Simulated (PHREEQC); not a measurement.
1 kg of water holding 35 mmol/kgw NaCl, 110 mmol/kgw Na2CO3 and 9.5 mmol/kgw NaOH is evaporated at 25 °C; the solids stay in contact with the brine. CO2 from the air is kept out. Only these solids could form: Halite, Nahcolite, Natron, Trona.

Equilibrium calculation in PHREEQC: Pitzer model, pitzer.dat.

Q: Predict ionic strength at water left (kg) = 0.5552, 0.01652, 0.009682.

A: 
```json
[
 {"water left (kg)": "0.5552", "ionic strength": "0.674"},
 {"water left (kg)": "0.01652", "ionic strength": "9.77"},
 {"water left (kg)": "0.009682", "ionic strength": "13.2"}
]
```

Species that the database lacks are ignored.
